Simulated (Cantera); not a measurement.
An isothermal, constant-pressure homogeneous reactor starts with CH4 : H2O : H2 = 1 : 1.2 : 0.061 (molar parts), at 1573 K and 1.00 bar.

Model: GRI-Mech 3.0 (53 species, 325 reactions), integrated in Cantera.

Task: Predict: x(CH4) at 90.0 s; x(H2O) at 90.0 s; x(H2) at 90.0 s; x(C2H2) at 90.0 s; x(HCO) at 90.0 s.

Result: 
```json
{
 "x(CH4) at 90.0 s": "0.00927 (gas-phase equilibrium 3.84e-6)",
 "x(H2O) at 90.0 s": "0.0544 (gas-phase equilibrium 0.0423)",
 "x(H2) at 90.0 s": "0.707 (gas-phase equilibrium 0.723)",
 "x(C2H2) at 90.0 s": "0.00139 (gas-phase equilibrium 2.43e-10)",
 "x(HCO) at 90.0 s": "9.30e-9 (gas-phase equilibrium 9.77e-9)"
}
```
